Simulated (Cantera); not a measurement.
BN + HCl + N2 (nitride etching)

A closed system holds: 1 mol BN, 8.3 mol HCl, 4.5 mol N2, at 1423 K and 40.5 Torr.

Cantera equilibrium calculation (NASA polynomials, part measured and part estimated; ideal gas, pure solids and liquids). Candidate condensed phases: B, BN, NH4Cl; 21 gas species. Gases not in the tables: BHCl2. Rates play no part.

The x(HCl) is 0.603. The x(N2) is 0.359, the x(H2) comes out as 0.0229 and the x(BCl3) comes out as 0.0152. The x(Cl) is 9.32e-5 and the x(BCl2) comes out as 9.86e-6. The x(H) is 4.33e-6, the n(BN(s)) comes out as 0.805 mol and the gas amount is 12.80 mol. The log10 activity of B(s) (absent) comes out as -3.75.
